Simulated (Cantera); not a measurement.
**Reactions in the system C-O**

Source: NASA polynomial tables (part measured, part estimated), evaluated in Cantera. Values are per mole of reaction as written; species without (g) are pure solids or liquids, kept so even where they would boil at 1 bar.

3 C + 2 O₃(g) ⇌ 3 CO₂(g)

| T (K) | ΔH° (kJ) | ΔS° (J/K) | ΔG° (kJ) | log10 K |
|---|---|---|---|---|
| 1450 | -1475.0 | 134.8 | -1670.5 | 60.18 |
| 1500 | -1475.7 | 134.3 | -1677.3 | 58.41 |
| 1550 | -1476.5 | 133.9 | -1684.0 | 56.75 |
| 1600 | -1477.3 | 133.3 | -1690.6 | 55.19 |
| 1650 | -1478.2 | 132.8 | -1697.3 | 53.73 |
| 1700 | -1479.1 | 132.2 | -1703.9 | 52.35 |
| 1750 | -1480.2 | 131.6 | -1710.5 | 51.06 |
| 1800 | -1481.3 | 131.0 | -1717.1 | 49.83 |
